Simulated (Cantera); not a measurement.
Feed: 1 mol SiH₂Cl₂, 0.088 mol HCl, 6.3 mol N₂, equilibrated at 1.80 bar.

Method: chemical equilibrium by Gibbs-energy minimisation in Cantera with the NASA 1993 tables (ideal gas, pure condensed phases). Candidate condensed phases: NH₄Cl, Si, Si₃N₄; 28 gas species. N₂ is the only nitrogen source here; it is nearly inert below about 1500 K, so the nitride shown seldom forms there in practice. The tables' values for SiCl₃ are old estimates; treat these amounts as uncertain. Kinetics and transport are ignored. All values below are at 1223 K.

Base state: N₂ 0.757, HCl 0.151, H₂ 0.0609, SiCl₄ 0.0301, SiHCl₃ 0.000375, SiCl₃ 0.000204, SiCl₂ 1.10e-5 (mole fractions); condensed: Si₃N₄(s).

Problem. What changes in the equilibrium state with this change: pressure from 1.80 bar to 1.33 mbar?

Solution. 
| species | before | after |
|---|---|---|
| N₂ | 0.757 | 0.747 |
| HCl | 0.151 | 0.191 |
| H₂ | 0.0609 | 0.0400 |
| SiCl₄ | 0.0301 | 0.0164 |
| SiCl₂ | 1.10e-5 | 0.00331 |
| SiCl₃ | 0.000204 | 0.00261 |
| SiHCl₃ | 0.000375 | 0.000106 |
| Si₃N₄(s), mol | 0.255 | 0.276 |

Problem. What changes in the equilibrium state with this change: N₂ from 6.3 to 150 mol?

Solution. 
| species | before | after |
|---|---|---|
| N₂ | 0.757 | 0.987 |
| HCl | 0.151 | 0.0105 |
| H₂ | 0.0609 | 0.00165 |
| SiCl₄ | 0.0301 | 0.000810 |
| SiHCl₃ | 0.000375 | 3.92e-6 |
| SiCl₃ | 0.000204 | 1.30e-5 |
| SiCl₂ | 1.10e-5 | 1.65e-6 |
| Si₃N₄(s), mol | 0.255 | 0.292 |
